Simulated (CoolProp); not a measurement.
Saturation properties of R1224YDZ (Tc = 428.7 K, pc = 33.34 bar, ω = 0.325).

The numbers come from the reference Helmholtz-energy equation of state, Akasaka 2023 in CoolProp.

| T (K) | p (bar) | vapour density (kg/m³) | enthalpy of vaporisation (kJ/kg) | liquid cp (kJ/(kg K)) |
|---|---|---|---|---|
| 195.2 | 0.003122 | 0.02861 | 211.8 | 1.014 |
| 199.6 | 0.004780 | 0.04285 | 209.8 | 1.016 |
| 204.1 | 0.007222 | 0.06334 | 207.6 | 1.019 |
| 208.6 | 0.01068 | 0.09169 | 205.6 | 1.022 |
| 213.1 | 0.01547 | 0.1302 | 203.5 | 1.025 |
| 217.5 | 0.02184 | 0.1802 | 201.5 | 1.029 |
| 222 | 0.03055 | 0.2472 | 199.4 | 1.033 |
| 226.5 | 0.04204 | 0.3338 | 197.4 | 1.038 |
| 231 | 0.05698 | 0.4442 | 195.4 | 1.043 |
| 235.4 | 0.07566 | 0.5797 | 193.4 | 1.048 |

It boils at 288.0 K under 1 atm.
